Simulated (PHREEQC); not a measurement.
Solution (25 °C): 0.52 mol/kgw Na2SO4 and 0.18 mol/kgw MgCl2. Closed to the air; pH follows from the charge balance.

The numbers come from PHREEQC with the Pitzer model, pitzer.dat.

This is a speciation only: nothing precipitates in the calculation.

Question: Predict the activity of water, density.

Answer: activity of water 0.972; density 1.072 g/cm³.

Complexes and solids missing from the database can't appear.
